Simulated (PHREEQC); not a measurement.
0.029 g of hydrous ferric oxide (600 m²/g; 0.2 weak and 0.005 strong sites per Fe, Dzombak-Morel constants, diffuse double layer) in 1 kg of water with 0.1 mol/kgw of an inert sodium salt, at 25 °C; the pH is set by adding NaOH or the inert anion's acid. Oxygen alone is held at its pressure in air (log pO2 = -0.68). CO2 from the air is kept out. Precipitation was switched off in this run.

Base run: PHREEQC, ion-association model, wateq4f.dat. Each further column changes one thing. The table gives surface charge σ (C/m²).

```
pH       base  background salt from 0.1 to 0.01 mol/kgw  oxide from 0.029 to 0.15 g/kgw  6.5e-06 mol/kgw Na2SO4 added
-----  ------  ----------------------------------------  ------------------------------  ----------------------------
4       0.321                                     0.216                           0.321                         0.275
4.67    0.253                                       [?]                           0.253                           [?]
5.33    0.177                                       [?]                           0.177                         0.164
6       0.111                                     0.049                           0.111                         0.108
6.67    0.063                                     0.025                           0.063                         0.063
7.33    0.029                                       [?]                           0.029                         0.029
8       0.004                                       [?]                           0.004                         0.004
8.67   -0.020                                    -0.007                          -0.020                        -0.020
9.33   -0.051                                    -0.020                          -0.051                        -0.051
10     -0.094                                       [?]                          -0.094                        -0.094
10.67  -0.154                                    -0.075                          -0.154                        -0.154
11.33  -0.229                                    -0.131                          -0.229                        -0.229
12     -0.306                                    -0.229                          -0.306                        -0.306
```

### Question
Complete the blanks.

### Answer

- 4.67, background salt from 0.1 to 0.01 mol/kgw: 0.143
- 4.67, 6.5e-06 mol/kgw Na2SO4 added: 0.224
- 5.33, background salt from 0.1 to 0.01 mol/kgw: 0.088
- 7.33, background salt from 0.1 to 0.01 mol/kgw: 0.011
- 8, background salt from 0.1 to 0.01 mol/kgw: 0.001
- 10, background salt from 0.1 to 0.01 mol/kgw: -0.040
